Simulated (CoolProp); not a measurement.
CH3F (R41) along the isobar 165 bar: Z from the reference equation and from simpler models built on Tc = 44.1 °C, pc = 59.06 bar, ω = 0.200; each cubic takes its own stable root.

Computed with CoolProp (reference Helmholtz-energy equation of state, Lemmon 2006). It is a short technical equation, of lower accuracy than the large ones.

```csv
T (°C),phase,reference
40.75,liquid,0.3443
49.35,supercritical,0.3508
57.85,supercritical,0.3597
66.45,supercritical,0.3718
74.95,supercritical,0.3877
83.45,supercritical,0.4081
92.05,supercritical,0.4341
100.55,supercritical,0.4648
109.15,supercritical,0.4995
117.65,supercritical,0.5353
126.25,supercritical,0.5711
134.75,supercritical,0.6047
143.35,supercritical,0.6363
151.85,supercritical,0.6649
```

**Question.** How far does each simpler model (van der Waals, Redlich-Kwong, Peng-Robinson) lie from the reference over these 14 states: mean and median of the absolute difference, and the worst?

**Answer.** 
- van der Waals: mean 29.4 %, median 28.4 %, worst +62.4 % at 40.75 °C and 165 bar
- Redlich-Kwong: mean 18.2 %, median 19.4 %, worst +29.1 % at 40.75 °C and 165 bar
- Peng-Robinson: mean 15.8 %, median 16.7 %, worst +19.9 % at 83.45 °C and 165 bar
